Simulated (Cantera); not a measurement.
**Equilibrium for boron, boron nitride and boron oxide: B + H2O**

A closed system holds: 1 mol B, a varied amount of H2O, at 1698.15 K and 11.0 Pa.

Equilibrium computed with Cantera from the NASA thermochemical tables; the gas is ideal and each condensed phase is pure. Candidate condensed phases: B, B2O3, B3O3H3, H2O; 23 gas species. The tables' values for BH2 are old estimates; treat these amounts as uncertain. Kinetics and transport are ignored.

| n(H2O) (mol) | x H2 | x H2O | x HBO2 | x B2O2 | x B2O3 | x HBO | x BO | x H | n B(s) |
|---|---|---|---|---|---|---|---|---|---|
| 0.38 | 0.561 | 3.14e-6 | 0.000546 | 0.206 | 0.00568 | 0.158 | 0.0582 | 0.0103 | 0.623 |
| 0.49 | 0.561 | 3.14e-6 | 0.000546 | 0.206 | 0.00568 | 0.158 | 0.0582 | 0.0103 | 0.514 |
| 0.63 | 0.561 | 3.14e-6 | 0.000546 | 0.206 | 0.00568 | 0.158 | 0.0582 | 0.0103 | 0.376 |
| 0.82 | 0.561 | 3.14e-6 | 0.000546 | 0.206 | 0.00568 | 0.158 | 0.0582 | 0.0103 | 0.187 |
| 1.1 | 0.589 | 4.29e-5 | 0.00624 | 0.151 | 0.0543 | 0.138 | 0.0500 | 0.0106 | 0 |
| 1.4 | 0.663 | 0.000717 | 0.0441 | 0.0304 | 0.162 | 0.0659 | 0.0224 | 0.0112 | 0 |
| 1.8 | 0.632 | 0.0273 | 0.216 | 0.000478 | 0.102 | 0.00806 | 0.00281 | 0.0110 | 0 |
| 2.3 | 0.526 | 0.143 | 0.285 | 2.53e-5 | 0.0339 | 0.00169 | 0.000646 | 0.0100 | 0 |
| 3 | 0.422 | 0.298 | 0.257 | 3.79e-6 | 0.0132 | 0.000586 | 0.000250 | 0.00896 | 0 |
| 3.8 | 0.343 | 0.423 | 0.217 | 1.10e-6 | 0.00668 | 0.000285 | 0.000135 | 0.00809 | 0 |
x: gas mole fraction; n: condensed amount in mol.

From 0.38 mol H2O to 0.82 mol H2O the condensed part is B(s). From 1.1 mol H2O to 3.8 mol H2O nothing is condensed. The main B-bearing gas is B2O2 at 0.38 mol H2O and HBO2 at 3.8 mol H2O.
